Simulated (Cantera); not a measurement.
An isothermal, constant-pressure homogeneous reactor starts with CH4 : CO2 = 1 : 0.4 (molar parts), at 1673 K and 9.50 bar.

Cantera simulation using GRI-Mech 3.0 (53 species, 325 reactions); the numbers are that mechanism's predictions, not measurements. GRI-Mech 3.0 stops at C3 and has no aromatics, soot or wall deposition, so with more carbon than oxygen in the feed, carbon stays in small species such as C2H2 where larger ones or solid carbon would form.

x: mole fraction; the columns are a selection and need not sum to one.

```csv
t (s),x CH4,x CO2,x H,x CH2,x CO,x OH,x O
4.00e-6,0.714,0.286,2.84e-7,6.57e-9,1.44e-6,1.36e-9,<1e-12
1.88e-5,0.712,0.286,3.83e-7,1.55e-8,9.70e-6,1.84e-9,<1e-12
8.85e-5,0.702,0.285,8.73e-7,3.11e-8,8.61e-5,4.25e-9,<1e-12
0.000417,0.639,0.276,3.85e-6,4.15e-8,0.00129,2.04e-8,<1e-12
0.00196,0.452,0.231,1.08e-5,2.37e-8,0.0152,7.72e-8,1.89e-12
0.00922,0.216,0.117,1.85e-5,2.15e-8,0.0926,2.68e-7,4.00e-12
0.0434,0.124,0.0241,2.24e-5,2.35e-8,0.187,4.21e-7,5.80e-12
0.204,0.126,0.0149,2.40e-5,1.40e-8,0.244,2.28e-7,3.85e-12
0.960,0.121,…,2.57e-5,…,0.305,…,1.07e-12
4.52,0.117,4.35e-5,2.62e-5,6.66e-9,0.323,5.56e-10,<1e-12
21.3,0.117,3.95e-6,2.62e-5,6.65e-9,0.323,5.10e-11,<1e-12
100,0.117,3.95e-6,2.62e-5,6.65e-9,0.323,5.10e-11,<1e-12
```

Problem. Some entries are withheld; supply them.

Solution. 
- 0.960, x CO2: 0.00376
- 0.960, x CH2: 7.91e-9
- 0.960, x OH: 4.98e-8
